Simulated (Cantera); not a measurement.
Adiabatic ignition

An adiabatic, constant-pressure homogeneous reactor starts with 28.9 % H2, 14.9 % O2, 56.2 % N2, at 1225 K and 100000 Pa.

Model: the H2/O2 subset of GRI-Mech 3.0, which has no nitrogen chemistry, integrated in Cantera.

```csv
t (s),T (K),x H2,x O2,x O,x H,x OH,x H2O2,x H2O
1.00e-6,1225,0.289,0.149,4.22e-10,4.89e-9,2.67e-10,5.24e-12,7.30e-10
3.23e-6,1225,0.289,0.149,3.07e-9,2.47e-8,1.74e-9,5.74e-11,1.45e-8
1.04e-5,1225,0.289,0.149,7.91e-8,5.90e-7,4.40e-8,9.42e-10,7.06e-7
3.37e-5,1246,0.275,0.143,0.000989,0.00728,0.000644,1.27e-6,0.0105
0.000109,2482,0.0498,0.0239,0.0121,0.0306,0.0297,2.67e-7,0.238
0.000352,2755,0.0384,0.0178,0.00636,0.0144,0.0268,4.06e-7,0.266
0.00114,2762,0.0380,0.0176,0.00622,0.0140,0.0267,4.15e-7,0.267
0.00367,2762,0.0380,0.0176,0.00622,0.0140,0.0267,4.15e-7,0.267
0.0119,2762,0.0380,0.0176,0.00622,0.0140,0.0267,4.15e-7,0.267
0.0383,2762,0.0380,0.0176,0.00622,0.0140,0.0267,4.15e-7,0.267
0.124,2762,0.0380,0.0176,0.00622,0.0140,0.0267,4.15e-7,0.267
0.400,2762,0.0380,0.0176,0.00622,0.0140,0.0267,4.15e-7,0.267
```
x: mole fraction; the columns are a selection and need not sum to one.

| Property | Result |
|---|---|
| time of steepest temperature rise | 40.1 µs |
| temperature at 0.400 s | 2762 K |
| equilibrium temperature | 2762 K |
| x(H2) at 0.400 s | 0.0380 (gas-phase equilibrium 0.0380) |
| x(O2) at 0.400 s | 0.0176 (gas-phase equilibrium 0.0176) |
| x(O) at 0.400 s | 0.00622 (gas-phase equilibrium 0.00622) |
